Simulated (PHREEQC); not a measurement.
Make-up at 25 °C: 0.037 mol HF, 0.00054 mol KOH and 0.0018 mol KCl per kg of water. Closed to the air; pH follows from the charge balance.

Computed with PHREEQC (ion-association model, wateq4f.dat).

Precipitation was switched off in this run.

Order these F species by the share of F that they hold, largest first: HF2-, HF, H2F2, F-.

HF (74 %), F- (13 %), H2F2 (11 %), HF2- (2.7 %)

The pH is 2.37 and the ionic strength 0.00697 mol/kgw. wateq4f.dat counts part of the HF as a dimer, H2F2, which phreeqc.dat doesn't know; its constant is uncertain.
